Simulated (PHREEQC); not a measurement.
# Nickel, zinc or cadmium bath (model solution)

Dissolve 0.0056 mol Ni(NO3)2, 0.02 mol Na2SO4 and 0.073 mol NiCl2 per kg of water at 25 °C. Closed to the air; pH follows from the charge balance.

Equilibrium calculation in PHREEQC: ion-association model, wateq4f.dat.

Each row changes one thing in this solution. No solid was allowed to form.

```tsv
case	pH	ionic strength (mol/kgw)	NiCl+ (mol/kgw)	NiCl2 (mol/kgw)	NiOH+ (mol/kgw)	Ni(OH)2 (mol/kgw)
as made	5.84	0.241	0.00600	0.00146	2.37e-6	8.23e-10
NiCl2 from 0.073 to 0.0803 mol/kgw	…	0.259	0.00704	0.00184	2.45e-6	8.11e-10
Na2SO4 left out	…	0.217	0.00691	0.00170	2.23e-6	6.40e-10
temperature from 25 to 35 °C	…	0.240	0.00588	0.00141	3.38e-6	4.35e-10
temperature from 25 to 90 °C	5.18	0.241	0.00511	0.00114	1.96e-5	3.38e-11
```

Question: What belongs in the gaps?

Answer: 
- NiCl2 from 0.073 to 0.0803 mol/kgw, pH: 5.82
- Na2SO4 left out, pH: 5.75
- temperature from 25 to 35 °C, pH: 5.71

In wateq4f.dat the enthalpy of Ni(OH)2 has the wrong sign, so its saturation index can't be trusted away from 25 °C. Constants without temperature data keep their 25 °C values here.
